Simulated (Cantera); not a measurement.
Thermodynamics of aluminium nitride and oxide growth, feed AlCl3 + NH3 + H2 + HCl

Input: 1 mol AlCl3, 7.4 mol NH3, 3.6 mol H2, 0.72 mol HCl.

These are equilibrium values from Cantera (NASA tables, ideal gas, pure condensed phases), not measurements of a reactor. Candidate condensed phases: Al, AlCl3, AlN, NH4Cl; 20 gas species. The tables' values for AlCl2 are old estimates. Rates play no part.

Problem. Map the stable condensed phases over T = 1398, 1448, 1498, 1548, 1598, 1648, 1698, 1748, 1798 K and P in Pa = 10, 32, 100, 320, 1000, 3200, 10000, 32000, 100000.

Solution. 
```
T in K \ P in Pa
             10     32    100    320   1000   3200  10000  32000 100000
   1798       A      A      A      A      A      A      A      A      A
   1748       A      A      A      A      A      A      A      A      B
   1698       A      A      A      A      A      A      A      B      B
   1648       A      A      A      A      A      A      A      B      B
   1598       A      A      A      A      A      A      B      B      B
   1548       A      A      A      A      A      B      B      B      B
   1498       A      A      A      A      B      B      B      B      B
   1448       A      A      A      A      B      B      B      B      B
   1398       A      A      A      B      B      B      B      B      B
```
A: gas only; B: AlN.
